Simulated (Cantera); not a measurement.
Feed: 1 mol Si₂H₆, 6.1 mol O₂, a varied amount of H₂, at 977 °C and 1.00 Torr.

Cantera equilibrium calculation (NASA polynomials, part measured and part estimated; ideal gas, pure solids and liquids). Candidate condensed phases: H₂O, Si, SiO₂; 18 gas species. The feed counts by its element totals alone. The tables hold silica as quartz up to 1696 K and as liquid above; real silica turns to tridymite and cristobalite and melts near 1996 K. Equilibrium is a limit: real reactors are often held back by kinetics, nucleation or transport.

x: gas mole fraction; n: condensed amount in mol.

```json
[
 {"n(H₂) (mol)": "1", "x H₂O": "0.656", "x O₂": "0.344", "x H₂": "1.06e-6", "x OH": "8.71e-5", "x H": "1.36e-8", "x O": "1.11e-6", "x HO₂": "1.63e-8", "n SiO₂(β-quartz)": "2.00"},
 {"n(H₂) (mol)": "1.7", "x H₂O": "0.729", "x O₂": "0.271", "x H₂": "1.32e-6", "x OH": "8.66e-5", "x H": "1.52e-8", "x O": "9.87e-7", "x HO₂": "1.43e-8", "n SiO₂(β-quartz)": "2.00"},
 {"n(H₂) (mol)": "2.3", "x H₂O": "0.785", "x O₂": "0.215", "x H₂": "1.60e-6", "x OH": "8.48e-5", "x H": "1.67e-8", "x O": "8.79e-7", "x HO₂": "1.25e-8", "n SiO₂(β-quartz)": "2.00"},
 {"n(H₂) (mol)": "3", "x H₂O": "0.845", "x O₂": "0.155", "x H₂": "2.03e-6", "x OH": "8.10e-5", "x H": "1.89e-8", "x O": "7.46e-7", "x HO₂": "1.01e-8", "n SiO₂(β-quartz)": "2.00"},
 {"n(H₂) (mol)": "3.7", "x H₂O": "0.899", "x O₂": "0.101", "x H₂": "2.68e-6", "x OH": "?", "x H": "2.17e-8", "x O": "6.01e-7", "x HO₂": "7.57e-9", "n SiO₂(β-quartz)": "2.00"},
 {"n(H₂) (mol)": "4.4", "x H₂O": "0.949", "x O₂": "0.0513", "x H₂": "3.96e-6", "x OH": "?", "x H": "2.63e-8", "x O": "4.29e-7", "x HO₂": "4.69e-9", "n SiO₂(β-quartz)": "2.00"},
 {"n(H₂) (mol)": "5", "x H₂O": "0.988", "x O₂": "0.0123", "x H₂": "8.40e-6", "x OH": "?", "x H": "3.84e-8", "x O": "2.11e-7", "x HO₂": "1.64e-9", "n SiO₂(β-quartz)": "2.00"},
 {"n(H₂) (mol)": "5.7", "x H₂O": "0.943", "x O₂": "2.40e-10", "x H₂": "0.0575", "x OH": "?", "x H": "3.17e-6", "x O": "2.94e-11", "x HO₂": "<1e-12", "n SiO₂(β-quartz)": "2.00"},
 {"n(H₂) (mol)": "6.4", "x H₂O": "0.872", "x O₂": "4.17e-11", "x H₂": "0.128", "x OH": "?", "x H": "4.73e-6", "x O": "1.22e-11", "x HO₂": "<1e-12", "n SiO₂(β-quartz)": "2.00"},
 {"n(H₂) (mol)": "7", "x H₂O": "0.820", "x O₂": "1.85e-11", "x H₂": "0.180", "x OH": "?", "x H": "5.62e-6", "x O": "8.16e-12", "x HO₂": "<1e-12", "n SiO₂(β-quartz)": "2.00"},
 {"n(H₂) (mol)": "7.7", "x H₂O": "0.766", "x O₂": "9.60e-12", "x H₂": "0.234", "x OH": "?", "x H": "6.40e-6", "x O": "5.87e-12", "x HO₂": "<1e-12", "n SiO₂(β-quartz)": "2.00"}
]
```

Q: Fill in the missing entries.

A: 
- 3.7, x OH: 7.50e-5
- 4.4, x OH: 6.51e-5
- 5, x OH: 4.65e-5
- 5.7, x OH: 5.37e-7
- 6.4, x OH: 3.33e-7
- 7, x OH: 2.64e-7
- 7.7, x OH: 2.17e-7
